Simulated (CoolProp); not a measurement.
Vapour-liquid equilibrium of R22 (1) + R11 (2) at 1.33 bar; x and y are mole fractions of (1).

Computed with CoolProp (multi-fluid Helmholtz-energy mixture model, Kamei 1995 and Jacobsen 1992; pair parameters Bell 2016).

Question: Give the bubble temperature and the first vapour's composition at x = 0.05, 0.8, 0.95. Is there an azeotrope?

Answer: x = 0.05: 16.1 °C, y = 0.439; x = 0.8: -30.6 °C, y = 0.978; x = 0.95: -33.8 °C, y = 0.994. No azeotrope shows between x = 0.05 and 0.95.

The pair parameters rest on a limited set of measurements; away from them the model extrapolates.
